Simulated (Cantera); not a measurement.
Feed: 1 mol TiO2, 0.64 mol MgO, 0.96 mol O2, held at 1798 K and 1.20 mbar.

Equilibrium computed with Cantera from the NASA thermochemical tables; the gas is ideal and each condensed phase is pure. Candidate condensed phases: Mg, MgO, MgTiO3, MgTi2O5, Mg2TiO4, Ti, TiO, TiO2, Ti2O3, Ti3O5, Ti4O7; 9 gas species. Mutual solubility and eutectic melting of coexisting phases are not modelled. Condensed phases not in the tables: alloys, solid solutions and most ternary compounds. Equilibrium is a limit: real reactors are often held back by kinetics, nucleation or transport.

Base state: O2 0.997, O 0.00344 (mole fractions); condensed: MgTiO3(s) + MgTi2O5(s).

Q: What changes in the equilibrium state with this change: pressure from 1.20 mbar to 1.00 bar?

A: 
```json
[
 {"species": "O2", "before": "0.997", "after": "1.000"},
 {"species": "O", "before": "0.00344", "after": "0.000119"},
 {"species": "MgTiO3(s), mol", "before": "0.280", "after": "0.280"},
 {"species": "MgTi2O5(s), mol", "before": "0.360", "after": "0.360"}
]
```
